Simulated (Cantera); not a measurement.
# Fluorocarbon and chlorocarbon gases: CH2F2 + H2 + CH4

A closed system holds: 1 mol CH2F2, 7.4 mol H2, 0.48 mol CH4, at 3375 K and 0.0975 Torr.

Method: chemical equilibrium by Gibbs-energy minimisation in Cantera with the NASA 1993 tables (ideal gas, pure condensed phases). Candidate condensed phases: C, C6H6, C7H8, C8H18; 95 gas species. Kinetics and transport are ignored.

```yaml
x(H): 0.843
x(F): 0.0861
x(C): 0.0659
x(HF): 0.00430
x(H2): 0.000476
x(C2): 0.000456
x(CF): 0.000141
x(C3): 2.97e-5
x(CH): 4.26e-6
gas_amount: 22.08 mol
log10 activity of C(graphite) (absent): -2.15
```
